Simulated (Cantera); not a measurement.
What does this Cantera script print?

```python
import numpy as np
import cantera as ct

gas = ct.Solution("gri30.yaml")
gas.TPX = 1023, 1333, {'H2': 0.038, 'O2': 1, 'N2': 0.3}
reactor = ct.IdealGasConstPressureReactor(gas, energy="off", clone=False)
net = ct.ReactorNet([reactor])
net.rtol, net.atol = 1e-08, 1e-18
show = ['H2', 'O2', 'NO', 'NO2', 'O', 'OH', 'H2O2']
times = np.geomspace(2e-05, 8, 11)

steps = ct.SolutionArray(gas, extra=["t"])
rows = []
print(f"{'t/s':>10s}{'T/K':>9s}{'P/Pa':>11s}" + "".join(f"{s:>11s}" for s in show))
for t in times:
    while net.time < t:
        t_next = net.step()
        steps.append(gas.state, t=t_next)
    rows.append([np.interp(t, steps.t, y) for y in (steps.T, steps.P, *steps(*show).X.T)])
    print(f"{t:10.3e}{rows[-1][0]:9.1f}{rows[-1][1]:11.4g}" + "".join(f"{x:11.3e}" for x in rows[-1][2:]))
rate = np.gradient(steps.T, steps.t)
print("integrator steps:", len(steps.t))
if steps.T.max() > steps.T[0] + 200:
    print(f"time of steepest temperature rise: {steps.t[rate.argmax()]:.4e} s")
gas.TPX = 1023, 1333, {'H2': 0.038, 'O2': 1, 'N2': 0.3}
gas.equilibrate("TP")
print(f"equilibrium (TP): T = {gas.T:.1f} K  " + "  ".join(f"{s} {gas[s].X[0]:.3e}" for s in show))
```

Output:

```
       t/s      T/K       P/Pa         H2         O2         NO        NO2          O         OH       H2O2
 2.000e-05   1023.0       1333  2.840e-02  7.474e-01  1.110e-27  1.064e-37  4.958e-13  4.823e-13  2.942e-17
 7.265e-05   1023.0       1333  2.840e-02  7.474e-01  5.906e-26  2.675e-35  5.789e-12  5.253e-12  3.857e-16
 2.639e-04   1023.0       1333  2.840e-02  7.474e-01  2.766e-24  9.331e-33  5.931e-11  4.355e-11  5.109e-15
 9.586e-04   1023.0       1333  2.840e-02  7.474e-01  1.263e-22  4.187e-30  7.883e-10  4.291e-10  6.826e-14
 3.482e-03   1023.0       1333  2.840e-02  7.474e-01  1.992e-19  8.329e-26  2.101e-07  1.068e-07  1.509e-12
 1.265e-02   1023.0       1333  1.579e-03  7.305e-01  9.745e-09  3.439e-13  1.248e-02  1.644e-03  1.160e-07
 4.595e-02   1023.0       1333  1.746e-04  7.382e-01  4.391e-08  4.521e-12  5.751e-03  6.342e-04  5.188e-08
 1.669e-01   1023.0       1333  2.449e-05  7.429e-01  4.869e-08  2.242e-11  8.433e-04  2.318e-04  4.538e-08
 6.063e-01   1023.0       1333  2.067e-06  7.436e-01  4.877e-08  8.616e-11  7.635e-05  6.963e-05  2.591e-08
 2.202e+00   1023.0       1333  1.950e-07  7.437e-01  4.872e-08  1.506e-10  7.833e-06  2.246e-05  9.226e-09
 8.000e+00   1023.0       1333  2.614e-08  7.437e-01  4.873e-08  1.488e-10  1.130e-06  8.544e-06  2.608e-09
integrator steps: 1713
equilibrium (TP): T = 1023.0 K  H2 4.976e-11  O2 7.437e-01  NO 4.073e-05  NO2 4.057e-07  O 2.341e-09  OH 3.878e-07  H2O2 1.077e-11
```

Cantera simulation using GRI-Mech 3.0 (53 species, 325 reactions); the numbers are that mechanism's predictions, not measurements. Radical loss at walls, strong at low pressure, is not modelled.
